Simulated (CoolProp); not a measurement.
Model: reference Helmholtz-energy equation of state, Zhou 2012, in CoolProp.

### Question
Give the vapour pressure (MPa), enthalpy of vaporisation (kJ/kg), liquid cp (kJ/(kg K)), vapour viscosity (µPa s) of saturated m-xylene at 340.6, 487.6, 517.1 K.

### Answer
```
T (K)  p (MPa)  enthalpy of vaporisation (kJ/kg)  liquid cp (kJ/(kg K))  vapour viscosity (µPa s)
-----  -------  --------------------------------  ---------------------  ------------------------
340.6  0.00911                               380                   1.85                      7.40
487.6    0.538                               287                   2.43                      10.5
517.1    0.895                               260                   2.59                      11.3
```

Viscosity comes from a separate model (Cao 2016).
